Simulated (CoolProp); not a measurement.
The fluid at 293.15 K and 3.13 MPa (gas) is heated at constant pressure to 440.5 K. The same conditions are run with several fluids, on thermodynamics alone (safety and materials aside).

Computed with CoolProp (reference Helmholtz-energy equation of state of each fluid (ethane: Bücker 2006; methane: Setzmann 1991; carbon dioxide: Span 1996; dry air: Lemmon 2000)). Blends and air are pseudo-pure fits.

```json
[
 {"fluid": "ethane", "heat (kJ/kg)": "357", "final density (kg/m³)": "27.4"},
 {"fluid": "methane", "heat (kJ/kg)": "376", "final density (kg/m³)": "13.8"},
 {"fluid": "carbon dioxide", "heat (kJ/kg)": "157", "final density (kg/m³)": "39.1"},
 {"fluid": "dry air", "heat (kJ/kg)": "154", "final density (kg/m³)": "24.5"}
]
```
